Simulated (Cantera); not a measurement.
Cantera run:

```python
import numpy as np
import cantera as ct

gas_names = """
    C CH CH2 CH3 CH2OH CH3O CH4 CH3OH CO CO2 COOH C2 C2H CHCO,ketyl C2H2,acetylene C2H2,vinylidene
    CH2CO,ketene C2H3,vinyl CH3CO,acetyl C2H4 C2H4O,ethylen CH3CHO,ethanal CH3COOH (HCOOH)2 C2H5 C2H6
    CH3OCH3 C2H5OH C2O C3 C3H3,propargyl C3H4,allene C3H4,propyne C3H4,cyclo- C3H5,allyl C3H6,propylene
    C3H6,cyclo- C3H6O C3H7,n-propyl C3H7,i-propyl C3H8 C3H8O,1propanol C3H8O,2propanol C3O2 C4 C4H2
    C4H4,1,3-cyclo- C4H6,butadiene C4H6,2-butyne C4H6,cyclo- C4H8,1-butene C4H8,cis2-buten
    C4H8,tr2-butene C4H8,isobutene C4H8,cyclo- (CH3COOH)2 C4H9,n-butyl C4H9,i-butyl C4H9,s-butyl
    C4H9,t-butyl C4H10,isobutane C4H10,n-butane C5 C5H6,1,3cyclo- C5H8,cyclo- C5H10,1-pentene
    C5H10,cyclo- C5H11,pentyl C5H11,t-pentyl C5H12,n-pentane C5H12,i-pentane CH3C(CH3)2CH3 C6H2
    C6H5,phenyl C6H5O,phenoxy C6H6 C6H5OH,phenol C6H10,cyclo- C6H12,1-hexene C6H12,cyclo- C6H13,n-hexyl
    C7H7,benzyl C7H8 C7H8O,cresol C7H14,1-heptene C7H15,n-heptyl C7H16,n-heptane C8H8,styrene
    C8H10,ethylbenz C8H16,1-octene C8H17,n-octyl C8H18,isooctane C8H18,n-octane C9H19,n-nonyl
    C10H8,naphthale C10H21,n-decyl C12H9,o-bipheny C12H10,bipheny H HCO HO2 H2 HCHO,formaldehy HCOOH H2O
    H2O2 O OH O2 O3 Si SiC SiC2 SiC4H12 SiH SiH2 SiH3 SiH4 SiO SiO2 Si2 Si2C Si3
""".split()
cond_names = """
    C(gr) C6H6(L) C7H8(L) C8H18(L),n-octa H2O(s) H2O(L) Si(cr) Si(L) SiC(b) SiO2(Lqz) SiO2(hqz) SiO2(L)
""".split()


def load(file, names, dense=False):
    # The tables refer to 1 bar. Condensed volumes are neglected.
    table = {s.name: s for s in ct.Species.list_from_file(file)}
    out = []
    for n in names:
        d = dict(table[n].input_data)
        d["thermo"] = dict(d["thermo"], **{"reference-pressure": 1e5})
        if dense:
            d["equation-of-state"] = {"model": "constant-volume", "density": "1e6 g/cm^3"}
        out.append(ct.Species.from_dict(d))
    return out


gas = ct.Solution(thermo="ideal-gas", species=load("nasa_gas.yaml", gas_names))
cond = {s.name: ct.Solution(thermo="fixed-stoichiometry", species=[s], name=s.name)
        for s in load("nasa_condensed.yaml", cond_names, dense=True)}
atoms = {
    'HMDSO': {'Si': 2, 'C': 6, 'H': 18, 'O': 1},
    'CO2': {'C': 1, 'O': 2},
    'H2': {'H': 2},
}
top_T = {'C(gr)': 4500, 'SiC(b)': 3050}  # K; cautious upper limits of use, not melting points


def equilibrate(T, P, feed):
    n = {}
    for name, mol in feed.items():
        for a, k in atoms[name].items():
            n[a] = n.get(a, 0.0) + k * mol
    gas.TPX = T, P, n
    mass = sum(n.values()) * gas.mean_molecular_weight
    gas.equilibrate("TP")
    valid = [c for c in cond.values() if c.min_temp <= T <= top_T.get(c.name, c.max_temp)]
    mix = ct.Mixture([(gas, mass / gas.mean_molecular_weight)] + [(c, 0.0) for c in valid])
    mix.T, mix.P = T, P
    mix.equilibrate("TP", solver="vcs", rtol=1e-11, max_steps=5000)
    return mix


results = []
feed = {'HMDSO': 1, 'CO2': 0.14, 'H2': 25}  # mol
T = 2098.15  # K
P = 4600  # Pa
mix = equilibrate(T, P, feed)
results.append((T, P, feed, dict(zip(mix.species_names, mix.species_moles))))
x = sorted(zip(gas.X, gas.species_names), reverse=True)
print(f"T = {T:g} K  P = {P:g} Pa  gas = {mix.phase_moles(0):.4g} mol")
print("   x: " + "  ".join(f"{s} {v:.3e}" for v, s in x if v > 1e-05))
print("   condensed (mol): " + ("  ".join(f"{mix.phase(i).name} {mix.phase_moles(i):.4g}"
      for i in range(1, mix.n_phases) if mix.phase_moles(i) > 1e-12) or "none"))
```

Output:

```
T = 2098.15 K  P = 4600 Pa  gas = 35.54 mol
   x: H2 9.483e-01  CO 3.561e-02  H 1.399e-02  C2H2,acetylene 1.355e-03  SiO 4.117e-04  Si 2.203e-04  SiH 2.506e-05  SiC2 1.409e-05  CH4 1.371e-05  SiH2 1.328e-05
   condensed (mol): C(gr) 2.801  SiC(b) 1.975
```

Equilibrium computed with Cantera from the NASA thermochemical tables; the gas is ideal and each condensed phase is pure. The feed counts by its element totals alone. Gases not in the tables: Si2H6 and higher silanes.
